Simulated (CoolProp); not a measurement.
Values from CoolProp's reference Helmholtz-energy equation of state, Bücker 2006.

Question: For n-butane, give the phase and the cp (kJ/(kg K)), cv (kJ/(kg K)) at 21.85 °C and 0.018 MPa; 21.85 °C and 0.702 MPa; 21.85 °C and 3.37 MPa.

Answer: 
- 21.85 °C and 0.018 MPa: gas; cp 1.69, cv 1.54
- 21.85 °C and 0.702 MPa: liquid; cp 2.42, cv 1.71
- 21.85 °C and 3.37 MPa: liquid; cp 2.40, cv 1.71
